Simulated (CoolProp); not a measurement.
A closed Brayton cycle with carbon dioxide: compressor inlet 315.15 K and 7.6 MPa, high pressure 14.8 MPa, turbine inlet 795 K, compressor efficiency 0.89, turbine efficiency 0.85, recuperator effectiveness 0.9 (on enthalpy, no pinch check). Each further row changes one setting.

Computed with CoolProp (reference Helmholtz-energy equation of state, Span 1996).

```tsv
case	thermal efficiency (%)	net work (kJ/kg)	compressor to turbine work	compressor exit (K)	turbine exit (K)
as stated	28.6	53.3	0.34	367.3	720.8
turbine inlet 745 K	27.2	47.6	0.37	367.3	673.5
compressor inlet 325.15 K	28.1	48.7	0.40	381.8	720.8
high pressure 12.6 MPa	26.0	41.9	0.33	354.5	738.4
recuperator effectiveness 0.5	15.3	53.3	0.34	367.3	720.8
```
